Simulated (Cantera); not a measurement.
A closed system holds: 1 mol ZrN, 1.5 mol H2, equilibrated at 5.30 Pa.

Cantera equilibrium calculation (NASA polynomials, part measured and part estimated; ideal gas, pure solids and liquids). Candidate condensed phases: Zr, ZrN; 11 gas species. Mutual solubility and eutectic melting of coexisting phases are not modelled. ZrN: taken at fixed stoichiometry. Condensed phases not in the tables: N, O or C dissolved in the metal. Equilibrium is a limit: real reactors are often held back by kinetics, nucleation or transport.

### Question
What share of the Zr ends up in condensed phases as a function of T (K), at 2325, 2375, 2425, 2475, 2525, 2575, 2625, 2675, 2725, 2775, 2825, 2875?

### Answer
| T (K) | Zr condensed (%) | as |
|---|---|---|
| 2325 | 98.5 | ZrN(s) |
| 2375 | 96.8 | Zr(l) + ZrN(s) |
| 2425 | 93.8 | Zr(l) + ZrN(s) |
| 2475 | 88.2 | Zr(l) + ZrN(s) |
| 2525 | 77.3 | Zr(l) + ZrN(s) |
| 2575 | 54.8 | Zr(l) + ZrN(s) |
| 2625 | 15.9 | Zr(l) |
| 2675 | 0.0 | - |
| 2725 | 0.0 | - |
| 2775 | 0.0 | - |
| 2825 | 0.0 | - |
| 2875 | 0.0 | - |
